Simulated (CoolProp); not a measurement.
Properties of C2F6 (R116) along the isotherm 319.4 K (Tc = 293.0 K, pc = 3.048 MPa, ω = 0.257).

Model: reference Helmholtz-energy equation of state, Lemmon 2006, in CoolProp. It is a short technical equation, of lower accuracy than the large ones.

| p (MPa) | phase | density (kg/m³) | cp (kJ/(kg K)) | cv (kJ/(kg K)) |
|---|---|---|---|---|
| 0.327 | gas | 17.47 | 0.8161 | 0.7472 |
| 0.653 | gas | 35.91 | 0.8305 | 0.7511 |
| 0.98 | gas | 55.60 | 0.8475 | 0.7553 |
| 1.31 | gas | 76.90 | 0.8679 | 0.7599 |
| 1.63 | gas | 99.16 | 0.8918 | 0.7647 |
| 1.96 | gas | 124.1 | 0.9222 | 0.7700 |
| 2.29 | gas | 151.5 | 0.9602 | 0.7758 |
| 2.61 | gas | 181.1 | 1.007 | 0.7819 |
| 2.94 | gas | 215.3 | 1.071 | 0.7889 |
| 3.27 | supercritical | 254.5 | 1.157 | 0.7967 |
| 3.59 | supercritical | 298.7 | 1.271 | 0.8051 |
| 3.92 | supercritical | 352.7 | 1.434 | 0.8146 |
| 4.24 | supercritical | 415.2 | 1.643 | 0.8239 |
| 4.57 | supercritical | 490.9 | 1.878 | 0.8318 |
